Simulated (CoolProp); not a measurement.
Methanol along the isobar 0.511 MPa: density (kg/m³) from the reference equation and from simpler models built on Tc = 513.4 K, pc = 8.216 MPa, ω = 0.565; each cubic takes its own stable root.

Model: reference Helmholtz-energy equation of state, de Reuck 1993, in CoolProp.

| T (K) | phase | reference | ideal gas | van der Waals | Redlich-Kwong | Soave-Redlich-Kwong |
|---|---|---|---|---|---|---|
| 418.4 | gas | 4.988 | 4.707 | 4.856 | 4.897 | 4.934 |
| 434.4 | gas | 4.748 | 4.533 | 4.665 | 4.697 | 4.724 |
| 450.4 | gas | 4.542 | 4.372 | 4.488 | 4.514 | 4.532 |
| 466.3 | gas | 4.359 | 4.223 | 4.326 | 4.347 | 4.359 |
| 482.3 | gas | 4.194 | 4.083 | 4.174 | 4.191 | 4.198 |
| 498.2 | gas | 4.045 | 3.953 | 4.034 | 4.048 | 4.051 |
| 514.2 | gas | 3.907 | 3.830 | 3.903 | 3.913 | 3.913 |
| 530.2 | gas | 3.780 | 3.714 | 3.780 | 3.788 | 3.786 |
| 546.1 | gas | 3.662 | 3.606 | 3.665 | 3.672 | 3.667 |
